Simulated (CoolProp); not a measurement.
The numbers come from the reference Helmholtz-energy equation of state, Smukala 2000 in CoolProp.

### Question
For ethylene, give the phase and the cp (kJ/(kg K)), speed of sound (m/s), Joule-Thomson coefficient (K/MPa) at 349.6 K and 0.307 MPa; 199.9 K and 12.9 MPa.

### Answer
- 349.6 K and 0.307 MPa: gas; cp 1.73, speed of sound 352, Joule-Thomson coefficient 6.81
- 199.9 K and 12.9 MPa: liquid; cp 2.39, speed of sound 1200, Joule-Thomson coefficient -0.379
